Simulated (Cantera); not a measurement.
Input: 1 mol CsOH, 0.028 mol O2, at 7.00 bar.

Cantera equilibrium calculation (NASA polynomials, part measured and part estimated; ideal gas, pure solids and liquids). Candidate condensed phases: Cs, CsOH, H2O; 15 gas species. The numbers say what is thermodynamically allowed, not how fast it happens.

Task: What share of the Cs ends up in condensed phases as a function of T (K), at 1373, 1423, 1473, 1523, 1573, 1623, 1673, 1723, 1773?

Result: 
```tsv
T (K)	Cs condensed (%)	as
1373	98.2	CsOH(l)
1423	96.5	CsOH(l)
1473	91.0	CsOH(l)
1523	0.0	-
1573	0.0	-
1623	0.0	-
1673	0.0	-
1723	0.0	-
1773	0.0	-
```
